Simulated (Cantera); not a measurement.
An adiabatic, constant-volume homogeneous reactor starts with CH4 : CO : O2 : N2 = 1 : 0.054 : 1.07 : 7.89 (molar parts), equivalence ratio 1.9, at 1750 K and 0.570 bar.

Computed with Cantera and GRI-Mech 3.0 (53 species, 325 reactions).

Task: Predict: time of steepest temperature rise; temperature at 0.400 s; equilibrium temperature; x(CO) at 0.400 s; x(O2) at 0.400 s; x(H2O2) at 0.400 s; x(CO2) at 0.400 s.

Result: 
```
Item                                                                   Value
---------------------------------  -----------------------------------------
time of steepest temperature rise                                   0.424 ms
temperature at 0.400 s                                                2629 K
equilibrium temperature                                               2629 K
x(CO) at 0.400 s                       0.0828 (gas-phase equilibrium 0.0828)
x(O2) at 0.400 s                   0.000123 (gas-phase equilibrium 0.000123)
x(H2O2) at 0.400 s                   8.53e-9 (gas-phase equilibrium 8.53e-9)
x(CO2) at 0.400 s                      0.0126 (gas-phase equilibrium 0.0126)
```
